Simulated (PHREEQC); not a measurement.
Consider water at 25 °C with 0.021 mol LiBr, 0.00032 mol FeCl2 and 0.0027 mol MgCl2 per kg of water. Closed to the air; pH follows from the charge balance.

Model: ion-association model, phreeqc.dat, run in PHREEQC.

| quantity | before | after |
|---|---|---|
| pH | 6.57 | 6.74 |
| MgOH+ (mol/kgw) | 2.31e-8 | 1.35e-8 |

Problem. Which change was made?
(A) FeCl2 replaced by MnCl2 at the same molality
(B) LiBr left out
(C) FeCl2 from 0.00032 to 3.2e-05 mol/kgw
(D) temperature from 25 to 15 °C
(E) FeCl2 from 0.00032 to 6.4e-05 mol/kgw

Solution. D, temperature from 25 to 15 °C

This is a speciation only: nothing precipitates in the calculation.
